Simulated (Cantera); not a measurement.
A Cantera script and what it prints.

```python
import numpy as np
import cantera as ct

gas_names = """
    H HO2 H2 H2O H2O2 O OH O2 O3 V VO VO2
""".split()
cond_names = """
    H2O(s) H2O(L) V(cr) V(L) VO(s) VO(L) V2O3(s) V2O3(L) V2O4(I) V2O4(II) V2O4(L) V2O5(s) V2O5(L)
""".split()


# ... load() reads the species with a 1 bar reference pressure and builds the phases ...
atoms = {
    'V2O5': {'V': 2, 'O': 5},
    'H2': {'H': 2},
    'H2O': {'H': 2, 'O': 1},
}
top_T = {}  # K; cautious upper limits of use, not melting points


# ... equilibrate(T, P, feed) seeds the gas with the atoms and calls Mixture.equilibrate('TP', solver="vcs", rtol=1e-11, max_steps=5000) ...
results = []
T = 1725  # K
P = 11  # Pa
for m in [71, 190, 320, 440, 560, 690, 810, 930, 1100, 1200, 1300]:
    feed = {'V2O5': 1, 'H2': m, 'H2O': 0.49}  # mol
    mix = equilibrate(T, P, feed)
    results.append((T, P, feed, dict(zip(mix.species_names, mix.species_moles))))

top = {s: max(r[3][s] / sum(r[3][g] for g in gas_names) for r in results) for s in gas_names}
cols = sorted((s for s in top if top[s] > 0.001), key=lambda s: -top[s])[:8]
seen = [c for c in cond_names if any(r[3].get(c, 0) > 1e-12 for r in results)]
print("log10 of partial pressures in bar; condensed amounts in mol")
print(f"{'n(H2)':>10s}" + "".join(f"{s[:9]:>10s}" for s in cols + seen))
for T, P, feed, n in results:
    ng = sum(n[g] for g in gas_names)
    print(f"{feed['H2']:10.4g}" + "".join(f"{np.log10(max(n[s] / ng * P / 1e5, 1e-99)):10.3f}" for s in cols)
          + "".join(f"{n.get(c, 0):10.4g}" for c in seen))
```

It prints:

```
log10 of partial pressures in bar; condensed amounts in mol
     n(H2)        H2       H2O         H       VO2     VO(s)   V2O3(s)
        71    -3.982    -5.431    -5.722    -6.773         0    0.9422
       190    -3.972    -5.861    -5.717    -6.993         0    0.9003
       320    -3.971    -5.960    -5.717    -7.054     1.701         0
       440    -3.970    -6.098    -5.716    -7.193     1.686         0
       560    -3.969    -6.202    -5.716    -7.298     1.672         0
       690    -3.969    -6.293    -5.715    -7.389     1.655         0
       810    -3.968    -6.362    -5.715    -7.459      1.64         0
       930    -3.968    -6.422    -5.715    -7.519     1.625         0
      1100    -3.968    -6.495    -5.715    -7.592     1.603         0
      1200    -3.968    -6.532    -5.715    -7.630      1.59         0
      1300    -3.968    -6.567    -5.715    -7.665     1.577         0
```

Method: chemical equilibrium by Gibbs-energy minimisation in Cantera with the NASA 1993 tables (ideal gas, pure condensed phases). VO: taken at fixed stoichiometry. Condensed phases not in the tables: the oxides between V2O3 and V2O5 other than VO2.
